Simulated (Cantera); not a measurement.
Mixture: C₂H₄ : O₂ : N₂ : CO₂ = 1 : 3.26 : 12.3 : 1.7 (molar parts), equivalence ratio 0.92, at 500000 Pa, adiabatic and at constant volume. Ignition delay is the time to a rise of 400 K.

Model: GRI-Mech 3.0 (53 species, 325 reactions), integrated in Cantera. GRI-Mech 3.0 was tuned for natural gas; its chemistry of ethylene as a main component is partial and can be far from experiment.

Q: What does this change do: O2 3.26 to 1.9 parts?

A: 
| quantity | before | after |
|---|---|---|
| delay at 1198 K | 0.910 ms | 1.15 ms |
| delay at 1298 K | 86.7 µs | 0.100 ms |
| delay at 1398 K | 19.1 µs | 21.7 µs |
| delay at 1498 K | 8.99 µs | 10.4 µs |
| apparent activation energy between 1448 and 1548 K | 110 kJ/mol | 110 kJ/mol |

Q: What does this change do: 0.02 parts H2 added?

A: 
```csv
quantity,before,after
delay at 1198 K,0.910 ms,0.525 ms
delay at 1298 K,86.7 µs,64.8 µs
delay at 1398 K,19.1 µs,16.9 µs
delay at 1498 K,8.99 µs,8.48 µs
apparent activation energy between 1448 and 1548 K,110 kJ/mol,100 kJ/mol
```

Q: What does this change do: O2 3.26 to 2.1 parts?

A: 
```tsv
quantity	before	after
delay at 1198 K	0.910 ms	1.11 ms
delay at 1298 K	86.7 µs	98.4 µs
delay at 1398 K	19.1 µs	21.2 µs
delay at 1498 K	8.99 µs	10.1 µs
apparent activation energy between 1448 and 1548 K	110 kJ/mol	110 kJ/mol
```
